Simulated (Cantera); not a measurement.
A Cantera script and what it prints.

```python
import numpy as np
import cantera as ct

gas_names = """
    CL CL2 H HCL H2 Si SiCL SiCL2 SiCL3 SiCL4 SiH SiHCL3 SiH2 SiH2CL2 SiH3 SiH3CL SiH4 Si2 Si3
""".split()
cond_names = """
    Si(cr) Si(L)
""".split()


# ... load() reads the species with a 1 bar reference pressure and builds the phases ...
atoms = {
    'Si': {'Si': 1},
    'Cl2': {'CL': 2},
    'H2': {'H': 2},
}
top_T = {}  # K; cautious upper limits of use, not melting points


# ... equilibrate(T, P, feed) seeds the gas with the atoms and calls Mixture.equilibrate('TP', solver="vcs", rtol=1e-11, max_steps=5000) ...
results = []
feed = {'Si': 1, 'Cl2': 0.62, 'H2': 9}  # mol
T = 1000  # K
P = 100000  # Pa
mix = equilibrate(T, P, feed)
results.append((T, P, feed, dict(zip(mix.species_names, mix.species_moles))))
print(gas.report(threshold=0.001))
for i in range(1, mix.n_phases):
    print(f"{mix.phase(i).name:16s} {mix.phase_moles(i):12.5e} mol")
```

It prints:

```
       temperature   1000 K
          pressure   1e+05 Pa
           density   0.092726 kg/m^3
  mean mol. weight   7.7097 kg/kmol
   phase of matter   gas

                          1 kg             1 kmol
                     ---------------   ---------------
          enthalpy        1.1876e+05        9.1563e+05  J
   internal energy       -9.5968e+05       -7.3988e+06  J
           entropy             23141        1.7841e+05  J/K
    Gibbs function       -2.3022e+07        -1.775e+08  J
 heat capacity c_p            4255.4             32808  J/K
 heat capacity c_v              3177             24494  J/K

                      mass frac. Y      mole frac. X     chem. pot. / RT
                     ---------------   ---------------   ---------------
               HCL           0.03664         0.0077481            -40.24
                H2           0.24996            0.9559           -17.551
             SiCL4           0.40581          0.018416           -129.52
            SiHCL3           0.28127          0.016011           -106.83
           SiH2CL2          0.019669         0.0015014           -84.144
     [  +14 minor]         0.0066499        0.00042795

Si(cr)            6.62441e-01 mol
```

Equilibrium computed with Cantera from the NASA thermochemical tables; the gas is ideal and each condensed phase is pure. The tables' values for SiCl3 are old estimates; treat these amounts as uncertain.
